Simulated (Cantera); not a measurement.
A closed system holds: 1 mol MgO, 0.16 mol H2S, 0.24 mol CO2, held at 1052 °C and 13.3 mbar.

These are equilibrium values from Cantera (NASA tables, ideal gas, pure condensed phases), not measurements of a reactor. Candidate condensed phases: C, C6H6, C7H8, C8H18, H2O, H2SO4, Mg, MgCO3, MgO, Mg(OH)2, MgS, MgSO4, S; 130 gas species. The numbers say what is thermodynamically allowed, not how fast it happens.

Base state: CO2 0.280, CO 0.225, H2O 0.210, S2 0.144, H2 0.0906, H2S 0.0376, SO2 0.00871, COS 0.00302 (mole fractions); condensed: MgO(s).

**Question.** What changes in the equilibrium state with this change: temperature from 1052 °C to 1550 °C?

**Answer.** 
```
species        before     after
-----------  --------  --------
CO              0.225     0.354
H2O             0.210     0.177
H2             0.0906     0.132
CO2             0.280     0.121
SO2           0.00871    0.0774
SO           0.000402    0.0222
H2S            0.0376   0.00486
S2              0.144     0.101
Mg              <1e-9   5.26e-5
OH            1.44e-7  0.000127
H             4.26e-6   0.00136
S             1.34e-5   0.00246
MgO(s), mol      1.00     1.000
```
